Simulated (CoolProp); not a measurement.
Vapour-liquid equilibrium of carbon dioxide (1) + CH3F (R41) (2) at 237 K; x and y are mole fractions of (1).

Values from CoolProp's multi-fluid Helmholtz-energy mixture model, Span 1996 and Lemmon 2006; pair parameters Bell 2016.

Problem. Give the bubble pressure and the first vapour's composition at x = 0.05, 0.125, 0.725. Is there an azeotrope?

Solution. x = 0.05: 6.848 bar, y = 0.078; x = 0.125: 7.190 bar, y = 0.184; x = 0.725: 9.995 bar, y = 0.810. No azeotrope shows between x = 0.05 and 0.95.

The pair parameters rest on a limited set of measurements; away from them the model extrapolates.
